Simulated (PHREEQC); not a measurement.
Solution (25 °C): 0.001 mol/kgw LiBr, 4.6e-05 mol/kgw MnCl2 and 0.00025 mol/kgw H4SiO4. Closed to the air; pH follows from the charge balance.

Computed with PHREEQC (ion-association model, wateq4f.dat).

Each row changes one thing in this solution. This is a speciation only: nothing precipitates in the calculation.

| case | pH | MnCl+ (mol/kgw) | SI of Pyrochroite (Mn(OH)2) |
|---|---|---|---|
| as made | 6.66 | 1.48e-8 | -6.28 |
| LiBr replaced by HBr at the same molality | 3.02 | 1.48e-8 | -13.57 |
| H4SiO4 left out | 6.98 | 1.48e-8 | -5.65 |
| H4SiO4 from 0.00025 to 0.0005 mol/kgw | 6.54 | 1.48e-8 | -6.53 |
| 2.7e-05 mol/kgw NaOH added | 8.76 | 1.46e-8 | -2.08 |
| diluted 10-fold with water | 6.93 | 1.64e-10 | -6.70 |
| 0.00039 mol/kgw Ca(OH)2 added | 10.70 | 6.65e-9 | +1.45 |
| H4SiO4 from 0.00025 to 0.000125 mol/kgw | 6.76 | 1.48e-8 | -6.07 |

Some of these states are supersaturated (in Quartz (slow to form), Chalcedony (slow to form), Pyrochroite, for instance).
